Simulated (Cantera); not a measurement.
Input: 1 mol Si2Cl6, 19 mol N2, 0.1 mol NH3, 0.01 mol H2O, equilibrated at 7.80e-5 bar.

Method: chemical equilibrium by Gibbs-energy minimisation in Cantera with the NASA 1993 tables (ideal gas, pure condensed phases). Candidate condensed phases: H2O, NH4Cl, Si, SiO2, Si2N2O, Si3N4; 47 gas species. The feed counts by its element totals alone. Mutual solubility and eutectic melting of coexisting phases are not modelled. Equilibrium is a limit: real reactors are often held back by kinetics, nucleation or transport.

**Question.** What share of the Si ends up in condensed phases as a function of T (K), at 1125, 1175, 1225, 1275, 1325, 1375, 1425?

**Answer.** 
| T (K) | Si condensed (%) | as |
|---|---|---|
| 1125 | 24.6 | Si2N2O(s) + Si3N4(s) |
| 1175 | 16.5 | Si2N2O(s) + Si3N4(s) |
| 1225 | 1.0 | Si2N2O(s) |
| 1275 | 0.9 | Si2N2O(s) |
| 1325 | 0.0 | - |
| 1375 | 0.0 | - |
| 1425 | 0.0 | - |
